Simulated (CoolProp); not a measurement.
The fluid at 298.15 K and 0.182 MPa (gas) is heated at constant pressure to 376.3 K. The same conditions are run with several fluids, on thermodynamics alone (safety and materials aside).

Values from CoolProp's reference Helmholtz-energy equation of state of each fluid (R124: de Vries 1995; c-C4F8 (RC318): Platzer 1990; fluoroethane (R161): Wu 2012; oxygen: Schmidt 1985; chloromethane (R40): Thol 2014). The equations of Platzer and Polt are older, rougher fits.

Problem. Rank R124, c-C4F8 (RC318), fluoroethane (R161), oxygen, chloromethane (R40) by heat (kJ/kg), highest first.

Solution. fluoroethane (R161) (108), oxygen (72.5), chloromethane (R40) (70.1), c-C4F8 (RC318) (66.6), R124 (62.3)

| fluid | final density (kg/m³) |
|---|---|
| R124 | 8.11 |
| c-C4F8 (RC318) | 11.9 |
| fluoroethane (R161) | 2.83 |
| oxygen | 1.86 |
| chloromethane (R40) | 2.98 |

Above 300 K oxygen's equation is extrapolated.
